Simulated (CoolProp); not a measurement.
C3F8 (R218) along the isotherm 98.25 °C: density (kg/m³) from the reference equation and from simpler models built on Tc = 71.9 °C, pc = 2640 kPa, ω = 0.317; each cubic takes its own stable root.

Model: reference Helmholtz-energy equation of state, Lemmon 2006, in CoolProp. It is a short technical equation, of lower accuracy than the large ones.

| p (kPa) | phase | reference | ideal gas | van der Waals | Redlich-Kwong | Soave-Redlich-Kwong | Peng-Robinson |
|---|---|---|---|---|---|---|---|
| 94.3 | gas | 5.794 | 5.742 | 5.793 | 5.799 | 5.796 | 5.804 |
| 189 | gas | 11.72 | 11.51 | 11.72 | 11.74 | 11.73 | 11.76 |
| 283 | gas | 17.72 | 17.23 | 17.71 | 17.76 | 17.74 | 17.81 |
| 377 | gas | 23.83 | 22.95 | 23.82 | 23.91 | 23.87 | 23.99 |
| 471 | gas | 30.08 | 28.68 | 30.06 | 30.20 | 30.12 | 30.32 |
| 566 | gas | 36.52 | 34.46 | 36.49 | 36.70 | 36.58 | 36.87 |
| 660 | gas | 43.03 | 40.19 | 42.99 | 43.28 | 43.11 | 43.52 |
| 754 | gas | 49.70 | 45.91 | 49.64 | 50.02 | 49.79 | 50.33 |
| 849 | gas | 56.59 | 51.69 | 56.52 | 57.01 | 56.70 | 57.39 |
| 943 | gas | 63.58 | 57.42 | 63.50 | 64.10 | 63.70 | 64.57 |
| 1040 | gas | 70.98 | 63.32 | 70.87 | 71.61 | 71.11 | 72.18 |
| 1130 | gas | 78.03 | 68.80 | 77.90 | 78.77 | 78.15 | 79.44 |
| 1230 | gas | 86.08 | 74.89 | 85.93 | 86.96 | 86.19 | 87.75 |
| 1320 | gas | 93.53 | 80.37 | 93.36 | 94.55 | 93.62 | 95.45 |
